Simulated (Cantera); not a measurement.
## Ignition delay

Mixture: 4.42 % CH4, 1.02 % H2, 19.9 % O2, 74.7 % N2, at 500000 Pa, adiabatic and at constant volume. Ignition delay is the time to a rise of 400 K.

Cantera simulation using GRI-Mech 3.0 (53 species, 325 reactions); the numbers are that mechanism's predictions, not measurements.

```csv
T0 (K),delay (ms)
1248,0.744
1298,0.483
1348,0.319
1398,0.214
1448,0.146
1498,0.101
1548,0.0715
1598,0.0515
```

The apparent activation energy between 1498 and 1598 K is 130 kJ/mol.
